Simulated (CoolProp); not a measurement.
Vapour-liquid equilibrium of R124 (1) + R142b (2) at 198.8 K; x and y are mole fractions of (1).

The numbers come from the multi-fluid Helmholtz-energy mixture model, de Vries 1995 and Lemmon 2006; pair parameters Bell 2016 in CoolProp.

```json
[
 {"x": "0.05", "bubble pressure (kPa)": "2.512", "y at the bubble point": "0.050", "dew pressure at overall composition x (kPa)": "2.512", "liquid density (mol/L)": "13.20"},
 {"x": "0.125", "bubble pressure (kPa)": "2.512", "y at the bubble point": "0.125", "dew pressure at overall composition x (kPa)": "2.512", "liquid density (mol/L)": "13.10"},
 {"x": "0.2", "bubble pressure (kPa)": "2.511", "y at the bubble point": "0.200", "dew pressure at overall composition x (kPa)": "2.511", "liquid density (mol/L)": "13.01"},
 {"x": "0.275", "bubble pressure (kPa)": "2.511", "y at the bubble point": "0.275", "dew pressure at overall composition x (kPa)": "2.511", "liquid density (mol/L)": "12.92"},
 {"x": "0.35", "bubble pressure (kPa)": "2.513", "y at the bubble point": "0.352", "dew pressure at overall composition x (kPa)": "2.512", "liquid density (mol/L)": "12.83"},
 {"x": "0.425", "bubble pressure (kPa)": "2.516", "y at the bubble point": "0.431", "dew pressure at overall composition x (kPa)": "2.516", "liquid density (mol/L)": "12.74"},
 {"x": "0.5", "bubble pressure (kPa)": "2.522", "y at the bubble point": "0.510", "dew pressure at overall composition x (kPa)": "2.521", "liquid density (mol/L)": "12.65"},
 {"x": "0.575", "bubble pressure (kPa)": "2.532", "y at the bubble point": "0.590", "dew pressure at overall composition x (kPa)": "2.530", "liquid density (mol/L)": "12.56"},
 {"x": "0.65", "bubble pressure (kPa)": "2.547", "y at the bubble point": "0.669", "dew pressure at overall composition x (kPa)": "2.543", "liquid density (mol/L)": "12.47"},
 {"x": "0.725", "bubble pressure (kPa)": "2.568", "y at the bubble point": "0.747", "dew pressure at overall composition x (kPa)": "2.561", "liquid density (mol/L)": "12.39"},
 {"x": "0.8", "bubble pressure (kPa)": "2.594", "y at the bubble point": "0.823", "dew pressure at overall composition x (kPa)": "2.585", "liquid density (mol/L)": "12.30"},
 {"x": "0.875", "bubble pressure (kPa)": "2.627", "y at the bubble point": "0.894", "dew pressure at overall composition x (kPa)": "2.618", "liquid density (mol/L)": "12.21"},
 {"x": "0.95", "bubble pressure (kPa)": "2.667", "y at the bubble point": "0.960", "dew pressure at overall composition x (kPa)": "2.660", "liquid density (mol/L)": "12.13"}
]
```

y crosses x between x = 0.2 and 0.275: the model has an azeotrope there.

Pair parameters are fitted to limited data, so mixtures are less certain than the pure fluids.
